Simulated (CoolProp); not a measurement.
Properties of n-perfluorohexane along the isobar 2.22 MPa (Tc = 448.0 K, pc = 1.742 MPa, ω = 0.497).

Model: reference Helmholtz-energy equation of state, Gao 2022, in CoolProp.

```tsv
T (K)	phase	density (kg/m³)	Joule-Thomson coefficient (K/MPa)	fugacity coefficient
267.9	liquid	1769	-0.3330	0.003483
288.1	liquid	1714	-0.3028	0.009862
308.4	liquid	1657	-0.2654	0.02342
328.6	liquid	1597	-0.2170	0.04799
348.8	liquid	1534	-0.1509	0.08753
369.1	liquid	1464	-0.05342	0.1455
389.3	liquid	1386	0.1023	0.2226
409.5	liquid	1294	0.3879	0.3182
429.8	liquid	1172	1.061	0.4292
450	supercritical	966.8	4.087	0.5463
```
